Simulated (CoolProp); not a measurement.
Ammonia along the isobar 353 bar: Z from the reference equation and from simpler models built on Tc = 405.6 K, pc = 113.6 bar, ω = 0.256; each cubic takes its own stable root.

Computed with CoolProp (reference Helmholtz-energy equation of state, Gao 2020).

```
T (K)          phase  reference
-----  -------------  ---------
352.7         liquid     0.3674
358.9         liquid     0.3670
365           liquid     0.3669
371.2         liquid     0.3672
377.4         liquid     0.3679
383.5         liquid     0.3690
389.7         liquid     0.3706
395.9         liquid     0.3727
402           liquid     0.3752
408.2  supercritical     0.3784
```

Task: How far does each simpler model (van der Waals, Redlich-Kwong, Soave-Redlich-Kwong) lie from the reference over these 10 states: mean and median of the absolute difference, and the worst?

Result: 
- van der Waals: mean 67.4 %, median 67.8 %, worst +73.0 % at 352.7 K and 353 bar
- Redlich-Kwong: mean 29.0 %, median 29.1 %, worst +29.2 % at 371.2 K and 353 bar
- Soave-Redlich-Kwong: mean 27.4 %, median 27.3 %, worst +28.9 % at 408.2 K and 353 bar
